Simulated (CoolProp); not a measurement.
Properties of carbonyl sulfide along the isobar 0.101 MPa.

Values from CoolProp's reference Helmholtz-energy equation of state, Lemmon 2006. It is a short technical equation, of lower accuracy than the large ones.

```json
[
 {"T (°C)": "-102.05", "phase": "liquid", "cp (kJ/(kg K))": "1.170", "fugacity coefficient": "0.03886"},
 {"T (°C)": "-83.15", "phase": "liquid", "cp (kJ/(kg K))": "1.163", "fugacity coefficient": "0.1597"},
 {"T (°C)": "-64.25", "phase": "liquid", "cp (kJ/(kg K))": "1.170", "fugacity coefficient": "0.4892"},
 {"T (°C)": "-45.45", "phase": "gas", "cp (kJ/(kg K))": "0.6533", "fugacity coefficient": "0.9743"},
 {"T (°C)": "-26.55", "phase": "gas", "cp (kJ/(kg K))": "0.6640", "fugacity coefficient": "0.9801"},
 {"T (°C)": "-7.65", "phase": "gas", "cp (kJ/(kg K))": "0.6771", "fugacity coefficient": "0.9842"},
 {"T (°C)": "11.25", "phase": "gas", "cp (kJ/(kg K))": "0.6909", "fugacity coefficient": "0.9873"},
 {"T (°C)": "30.15", "phase": "gas", "cp (kJ/(kg K))": "0.7048", "fugacity coefficient": "0.9896"},
 {"T (°C)": "48.95", "phase": "gas", "cp (kJ/(kg K))": "0.7181", "fugacity coefficient": "0.9913"},
 {"T (°C)": "67.85", "phase": "gas", "cp (kJ/(kg K))": "0.7310", "fugacity coefficient": "0.9927"},
 {"T (°C)": "86.75", "phase": "gas", "cp (kJ/(kg K))": "0.7432", "fugacity coefficient": "0.9938"}
]
```
